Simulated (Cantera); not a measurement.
An isothermal, constant-pressure homogeneous reactor starts with 3.03 % H₂, 97.0 % O₂, equivalence ratio 0.016, at 1323 K and 2670 Pa.

Model: the H2/O2 subset of GRI-Mech 3.0, which has no nitrogen chemistry, integrated in Cantera. Radical loss at walls, strong at low pressure, is not modelled.

One state of this run: x H₂ = 1.44e-5; x O₂ = 0.968; x OH = 0.000653; x O = 0.000924; x H = 2.09e-5; x H₂O₂ = 2.81e-8; x HO₂ = 5.78e-7. x: mole fraction; the columns are a selection and need not sum to one.

Problem. Which value of t (s) does it belong to?
A. 0.00110
B. 0.427
C. 0.182
D. 0.000469

Solution. C, 0.182
